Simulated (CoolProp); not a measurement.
Vapour pressure (kPa) of octamethyltrisiloxane (MDM): the reference equation beside estimates from Tc = 292.2 °C, pc = 1438 kPa, ω = 0.528. Clausius-Clapeyron is anchored at 145.85 °C with a constant enthalpy of vaporisation of 36.80 kJ/mol.

Computed with CoolProp (reference Helmholtz-energy equation of state, Thol 2017).

```csv
T (°C),reference,Lee-Kesler,Clausius-Clapeyron,van der Waals,Redlich-Kwong,Soave-Redlich-Kwong,Peng-Robinson
91.45,14.45,14.41,17.56,187.1,60.43,14.41,14.89
109.65,28.09,27.89,31.27,242.6,94.31,27.88,28.43
127.75,50.42,49.96,52.69,307.7,140.1,49.96,50.44
145.85,84.89,84.07,84.89,383.2,199.9,84.23,?
164.05,135.8,134.5,131.8,?,276.3,135.1,134.6
182.15,207.0,205.1,197.1,568.2,370.6,206.9,205.2
200.35,?,?,286.3,678.9,485.5,305.5,302.4
218.45,432.0,428.8,403.9,801.5,621.7,?,431.0
236.55,596.9,593.6,556.1,936.9,781.5,604.5,598.1
```

What belongs in the gaps?


- 145.85, Peng-Robinson: 84.37
- 164.05, van der Waals: 470.2
- 200.35, reference: 304.3
- 200.35, Lee-Kesler: 301.6
- 218.45, Soave-Redlich-Kwong: 435.9

Absolute difference from the reference over all 9 rows, mean and median: Lee-Kesler 0.8 and 0.9 %, Clausius-Clapeyron 7.1 and 5.9 %, van der Waals 389.6 and 246.2 %, Redlich-Kwong 131.6 and 103.5 %, Soave-Redlich-Kwong 0.6 and 0.7 %, Peng-Robinson 0.9 and 0.6 %.
